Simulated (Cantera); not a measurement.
Equilibrium for carbon deposition, reforming and gasification: C + H₂ + N₂ + O₂

A closed system holds: 1 mol C, 10 mol H₂, 2.2 mol N₂, 0.048 mol O₂, equilibrated at 99000 Pa.

Equilibrium computed with Cantera from the NASA thermochemical tables; the gas is ideal and each condensed phase is pure. Candidate condensed phases: C, C₆H₆, C₇H₈, C₈H₁₈, H₂O; 136 gas species. The numbers say what is thermodynamically allowed, not how fast it happens.

```csv
T (°C),log p H₂,log p N₂,log p CH₄,log p H₂O,log p CO,log p NH₃,log p CO₂,log p HCN,n C(graphite)
425,-0.16,-0.71,-1.05,-2.07,-6.26,-2.61,-7.19,-10.43,0
475,-0.16,-0.71,-1.05,-2.07,-5.16,-2.87,-6.28,-9.33,0
525,-0.16,-0.71,-1.05,-2.07,-4.19,-3.11,-5.48,-8.37,0
575,-0.16,-0.71,-1.06,-2.10,-3.36,-3.31,-4.81,-7.52,0
625,-0.15,-0.71,-1.07,-2.19,-2.71,-3.50,-4.38,-6.77,0
675,-0.15,-0.72,-1.08,-2.46,-2.31,-3.66,-4.37,-6.12,0
725,-0.13,-0.73,-1.27,-2.72,-2.21,-3.79,-4.64,-5.73,0.296
775,-0.12,-0.74,-1.47,-3.00,-2.16,-3.91,-4.97,-5.39,0.507
825,-0.11,-0.74,-1.65,-3.28,-2.13,-4.03,-5.30,-5.09,0.641
875,-0.10,-0.75,-1.83,-3.54,-2.12,-4.14,-5.63,-4.81,0.727
925,-0.10,-0.75,-2.00,-3.79,-2.12,-4.24,-5.94,-4.56,0.782
```
log p: log10 of the partial pressure in bar; n: condensed amount in mol.

From 425 °C to 675 °C nothing is condensed. From 725 °C to 925 °C the condensed part is C(graphite). The main C-bearing gas is CH₄ throughout.
